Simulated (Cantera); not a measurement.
A freely propagating, adiabatic, planar premixed flame of 31.5 % H₂, 14.4 % O₂, 53.9 % N₂, 0.173 % H₂O, unburnt at 625 K and 2.00 bar; mixture-averaged transport, grid criteria slope 0.08 and curve 0.16, no radiation.

Cantera simulation using the H2/O2 subset of GRI-Mech 3.0, which has no nitrogen chemistry; the numbers are that mechanism's predictions, not measurements. Burning velocities carry a grid error of a few per cent, more on coarse grids.

x: mole fraction of selected species; z is measured from the peak of heat release.

```json
[
 {"z (mm)": "-0.586", "T (K)": "625", "u (m/s)": "8.71", "x H₂": "0.315", "x O₂": "0.144", "x HO₂": "<1e-8", "x H₂O₂": "<1e-8", "x O": "<1e-8", "x OH": "<1e-8"},
 {"z (mm)": "-0.390", "T (K)": "625", "u (m/s)": "8.71", "x H₂": "0.315", "x O₂": "0.144", "x HO₂": "<1e-8", "x H₂O₂": "<1e-8", "x O": "<1e-8", "x OH": "<1e-8"},
 {"z (mm)": "-0.293", "T (K)": "625", "u (m/s)": "8.71", "x H₂": "0.315", "x O₂": "0.144", "x HO₂": "<1e-8", "x H₂O₂": "<1e-8", "x O": "<1e-8", "x OH": "<1e-8"},
 {"z (mm)": "-0.195", "T (K)": "625", "u (m/s)": "8.71", "x H₂": "0.315", "x O₂": "0.144", "x HO₂": "3.64e-7", "x H₂O₂": "<1e-8", "x O": "<1e-8", "x OH": "<1e-8"},
 {"z (mm)": "-0.0976", "T (K)": "638", "u (m/s)": "8.84", "x H₂": "0.311", "x O₂": "0.144", "x HO₂": "0.000252", "x H₂O₂": "…", "x O": "5.67e-6", "x OH": "2.90e-5"},
 {"z (mm)": "-0.0488", "T (K)": "842", "u (m/s)": "11.4", "x H₂": "0.279", "x O₂": "0.139", "x HO₂": "0.000358", "x H₂O₂": "…", "x O": "0.000325", "x OH": "0.000935"},
 {"z (mm)": "0", "T (K)": "1309", "u (m/s)": "17.1", "x H₂": "0.175", "x O₂": "0.0999", "x HO₂": "0.000155", "x H₂O₂": "…", "x O": "0.00513", "x OH": "0.00421"},
 {"z (mm)": "0.0488", "T (K)": "1648", "u (m/s)": "21.2", "x H₂": "0.0857", "x O₂": "0.0427", "x HO₂": "5.99e-5", "x H₂O₂": "…", "x O": "0.0107", "x OH": "0.0113"},
 {"z (mm)": "0.0976", "T (K)": "1812", "u (m/s)": "23.1", "x H₂": "0.0638", "x O₂": "0.0245", "x HO₂": "3.08e-5", "x H₂O₂": "…", "x O": "0.0113", "x OH": "0.0154"},
 {"z (mm)": "0.195", "T (K)": "1978", "u (m/s)": "25.0", "x H₂": "0.0599", "x O₂": "0.0183", "x HO₂": "1.93e-5", "x H₂O₂": "…", "x O": "0.00967", "x OH": "0.0178"},
 {"z (mm)": "0.390", "T (K)": "2146", "u (m/s)": "26.8", "x H₂": "0.0577", "x O₂": "0.0144", "x HO₂": "1.24e-5", "x H₂O₂": "…", "x O": "0.00713", "x OH": "0.0186"},
 {"z (mm)": "0.781", "T (K)": "2301", "u (m/s)": "28.4", "x H₂": "0.0535", "x O₂": "0.0107", "x HO₂": "7.54e-6", "x H₂O₂": "…", "x O": "0.00469", "x OH": "0.0176"},
 {"z (mm)": "1.56", "T (K)": "2429", "u (m/s)": "29.6", "x H₂": "0.0483", "x O₂": "0.00734", "x HO₂": "4.48e-6", "x H₂O₂": "…", "x O": "0.00279", "x OH": "0.0154"}
]
```

### Question
What belongs in the gaps?

### Answer

- -0.0976, x H₂O₂: 3.04e-6
- -0.0488, x H₂O₂: 2.50e-5
- 0, x H₂O₂: 9.02e-6
- 0.0488, x H₂O₂: 3.54e-6
- 0.0976, x H₂O₂: 2.06e-6
- 0.195, x H₂O₂: 1.14e-6
- 0.390, x H₂O₂: 6.75e-7
- 0.781, x H₂O₂: 4.56e-7
- 1.56, x H₂O₂: 3.42e-7
